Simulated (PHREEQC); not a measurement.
A solution holds 4.4 mmol/kgw Ag2SO4 and 1.6 mmol/kgw KBr, at 90 °C. Closed to the air; pH follows from the charge balance.

Model: ion-association model, wateq4f.dat, run in PHREEQC.

The ionic strength comes out as 0.0121 mol/kgw. What activity coefficients do K+, KSO4-, Br-, SO4-2, AgSO4- get?

K+ 0.88, KSO4- 0.88, Br- 0.88, SO4-2 0.61, AgSO4- 0.88.

This is a speciation only: nothing precipitates in the calculation. The solution is supersaturated, for example in Bromyrite, so a real one may precipitate; this is no full list. At this temperature some constants are extrapolated from 25 °C, and those without enthalpy data are left unchanged.
